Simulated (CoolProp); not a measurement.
Vapour-liquid equilibrium of toluene (1) + n-decane (2) at 25.6 kPa; x and y are mole fractions of (1).

Computed with CoolProp (multi-fluid Helmholtz-energy mixture model, Lemmon 2006 and Lemmon 2006; pair parameters Bell 2016).

```tsv
x	bubble temperature (K)	y at the bubble point	dew temperature at overall composition x (K)	liquid density (mol/L)
0.05	392.8	0.256	398.8	4.690
0.2	375.3	0.671	394.6	5.169
0.35	363.7	0.832	389.7	5.680
0.5	356.0	0.905	383.8	6.244
0.65	350.6	0.945	376.5	6.889
0.8	346.4	0.972	366.5	7.647
0.95	342.7	0.993	349.8	8.562
```

No azeotrope shows between x = 0.05 and 0.95.

Pair parameters are fitted to limited data, so mixtures are less certain than the pure fluids.
